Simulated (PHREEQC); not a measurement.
Solution (20 °C): 0.013 mol/kgw KH2PO4. Closed to the air; pH follows from the charge balance.

All values are PHREEQC results (ion-association model, wateq4f.dat), not measurements.

Each row changes one thing in this solution. This is a speciation only: nothing precipitates in the calculation.

```csv
case,pH,ionic strength (mol/kgw),HPO4-2 (mol/kgw),KHPO4- (mol/kgw)
as made,4.69,0.0131,5.39e-5,8.66e-7
KH2PO4 replaced by K3PO4 at the same molality,11.90,0.0639,0.00664,[?]
diluted 10-fold with water,5.07,0.00132,1.03e-5,2.22e-8
temperature from 20 to 60 °C,[?],0.0131,6.93e-5,1.08e-6
KH2PO4 from 0.013 to 0.0013 mol/kgw,5.07,0.00132,1.03e-5,2.22e-8
temperature from 20 to 80 °C,4.71,0.0131,7.74e-5,1.18e-6
0.00095 mol/kgw Na2SiO3 added,6.28,0.0167,[?],2.85e-5
```

Task: Some entries are withheld; supply them.

Result: 
- KH2PO4 replaced by K3PO4 at the same molality, KHPO4- (mol/kgw): 0.000213
- temperature from 20 to 60 °C, pH: 4.70
- 0.00095 mol/kgw Na2SiO3 added, HPO4-2 (mol/kgw): 0.00187

Complexes and solids missing from the database can't appear. Some of these states are supersaturated (in Quartz (slow to form), Chalcedony (slow to form), for instance). H3PO4, which wateq4f.dat lacks, is added to it with the constant of phreeqc.dat. Constants without temperature data keep their 25 °C values here.
